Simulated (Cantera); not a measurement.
# Silicon carbide growth: CH₃SiCl₃ + HCl + H₂

Input: 1 mol CH₃SiCl₃, 2.5 mol HCl, a varied amount of H₂, held at 1800 K and 19.0 mbar.

Cantera equilibrium calculation (NASA polynomials, part measured and part estimated; ideal gas, pure solids and liquids). Candidate condensed phases: C, C₆H₆, C₇H₈, C₈H₁₈, Si, SiC; 109 gas species. The feed counts by its element totals alone. The tables' values for SiCl₃ are old estimates; treat these amounts as uncertain. Rates play no part.

From 40 mol H₂ to 77 mol H₂ the condensed part is C(graphite) + SiC(s). From 150 mol H₂ to 2000 mol H₂ the condensed part is SiC(s). The main Si-bearing gas is SiCl₂ at 40 mol H₂ and Si at 2000 mol H₂. The share of Si in condensed phases is highest at 280 mol H₂ (97.8 %) and lowest at 40 mol H₂ (94.5 %).

```csv
n(H₂) (mol),log p H₂,log p HCl,log p H,log p SiCl₂,n C(graphite),n SiC(s)
40,-1.78,-2.65,-4.33,-4.65,0.0403,0.945
77,-1.75,-2.90,-4.32,-5.18,0.00131,0.971
150,-1.74,-3.18,-4.32,-5.56,0,0.976
280,-1.73,-3.44,-4.31,-5.93,0,0.978
540,-1.73,-3.72,-4.31,-6.36,0,0.977
1000,-1.72,-3.99,-4.31,-6.81,0,0.970
2000,-1.72,-4.29,-4.31,-7.37,0,0.950
```
log p: log10 of the partial pressure in bar; n: condensed amount in mol.
